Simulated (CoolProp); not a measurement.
Properties of ammonia along the isobar 12.9 MPa.

Values from CoolProp's reference Helmholtz-energy equation of state, Gao 2020.

| T (°C) | phase | density (kg/m³) | cp (kJ/(kg K)) | speed of sound (m/s) | expansivity (1/kK) | fugacity coefficient |
|---|---|---|---|---|---|---|
| 107.75 | liquid | 462.0 | 6.298 | 772.9 | 5.971 | 0.4266 |
| 144.95 | supercritical | 152.6 | 18.95 | 343.4 | 43.12 | 0.6404 |
| 182.05 | supercritical | 86.27 | 5.086 | 439.2 | 7.759 | 0.7412 |
| 219.25 | supercritical | 69.15 | 3.893 | 487.8 | 4.711 | 0.8062 |
| 256.45 | supercritical | 59.52 | 3.466 | 523.9 | 3.496 | 0.8524 |
| 293.65 | supercritical | 52.97 | 3.267 | 553.7 | 2.829 | 0.8865 |
| 330.85 | supercritical | 48.08 | 3.168 | 579.7 | 2.403 | 0.9123 |
| 368.05 | supercritical | 44.23 | 3.122 | 603.0 | 2.106 | 0.9321 |
| 405.25 | supercritical | 41.07 | 3.109 | 624.4 | 1.885 | 0.9476 |
| 442.45 | supercritical | 38.42 | 3.116 | 644.2 | 1.714 | 0.9599 |

The peak of cp marks the crossing from liquid-like to gas-like fluid above the critical point.
